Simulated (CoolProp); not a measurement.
Properties of tetrahydrofuran along the isobar 0.101 MPa.

The numbers come from the reference Helmholtz-energy equation of state, Fiedler 2023 in CoolProp.

```csv
T (°C),phase,density (kg/m³),cv (kJ/(kg K)),Joule-Thomson coefficient (K/MPa),isothermal compressibility (1/MPa),expansivity (1/kK)
63.15,liquid,839.0,1.325,-0.3405,0.001398,1.383
67.25,gas,2.647,1.127,26.47,10.19,3.196
71.35,gas,2.612,1.144,25.48,10.18,3.149
75.45,gas,2.579,1.161,24.54,10.17,3.103
79.65,gas,2.546,1.179,23.63,10.16,3.057
83.75,gas,2.514,1.196,22.79,10.15,3.014
87.85,gas,2.484,1.213,21.99,10.14,2.973
91.95,gas,2.454,1.230,21.22,10.13,2.932
96.05,gas,2.425,1.247,20.49,10.12,2.893
100.15,gas,2.396,1.263,19.80,10.12,2.855
104.35,gas,2.368,1.280,19.12,10.11,2.818
108.45,gas,2.341,1.297,18.49,10.10,2.782
112.55,gas,2.315,1.314,17.89,10.09,2.747
116.65,gas,2.289,1.330,17.32,10.09,2.713
120.75,gas,2.264,1.346,16.77,10.08,2.680
```
